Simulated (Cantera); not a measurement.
A Cantera script and what it prints.

```python
import numpy as np
import cantera as ct

gas_names = [...]  # 95 gases of nasa_gas.yaml made of C, F, H
cond_names = """
    C(gr) C6H6(L) C7H8(L) C8H18(L),n-octa
""".split()


# ... load() reads the species with a 1 bar reference pressure and builds the phases ...
atoms = {
    'CF4': {'C': 1, 'F': 4},
    'H2': {'H': 2},
}
top_T = {'C(gr)': 4500}  # K; cautious upper limits of use, not melting points


# ... equilibrate(T, P, feed) seeds the gas with the atoms and calls Mixture.equilibrate('TP', solver="vcs", rtol=1e-11, max_steps=5000) ...
results = []
feed = {'CF4': 1, 'H2': 0.48}  # mol
P = 2200  # Pa
for T in [2848, 2948, 3048, 3148, 3248, 3348, 3448]:
    mix = equilibrate(T, P, feed)
    results.append((T, P, feed, dict(zip(mix.species_names, mix.species_moles))))

top = {s: max(r[3][s] / sum(r[3][g] for g in gas_names) for r in results) for s in gas_names}
cols = sorted((s for s in top if top[s] > 1e-05), key=lambda s: -top[s])[:9]
seen = [c for c in cond_names if any(r[3].get(c, 0) > 1e-12 for r in results)]
print("log10 of partial pressures in bar; condensed amounts in mol")
print(f"{'T/K':>10s}" + "".join(f"{s[:9]:>10s}" for s in cols + seen))
for T, P, feed, n in results:
    ng = sum(n[g] for g in gas_names)
    print(f"{T:10.4g}" + "".join(f"{np.log10(max(n[s] / ng * P / 1e5, 1e-99)):10.3f}" for s in cols)
          + "".join(f"{n.get(c, 0):10.4g}" for c in seen))
```

It prints:

```
log10 of partial pressures in bar; condensed amounts in mol
       T/K         F        HF       CF2        CF         H        C3         C        C2        C5     C(gr)
      2848    -1.891    -2.239    -2.658    -2.972    -4.712    -4.249    -4.957    -5.255    -6.197    0.4246
      2948    -1.873    -2.259    -2.851    -2.857    -4.380    -3.751    -4.514    -4.749    -5.558    0.4088
      3048    -1.871    -2.282    -3.062    -2.766    -4.059    -3.287    -4.100    -4.276    -4.963    0.2074
      3148    -1.869    -2.310    -3.330    -2.750    -3.765    -3.069    -3.784    -3.978    -4.764         0
      3248    -1.857    -2.336    -3.628    -2.792    -3.498    -3.057    -3.552    -3.826    -4.898         0
      3348    -1.850    -2.372    -3.923    -2.843    -3.255    -3.073    -3.343    -3.701    -5.069         0
      3448    -1.844    -2.426    -4.214    -2.902    -3.044    -3.116    -3.155    -3.603    -5.278         0
```

Method: chemical equilibrium by Gibbs-energy minimisation in Cantera with the NASA 1993 tables (ideal gas, pure condensed phases).
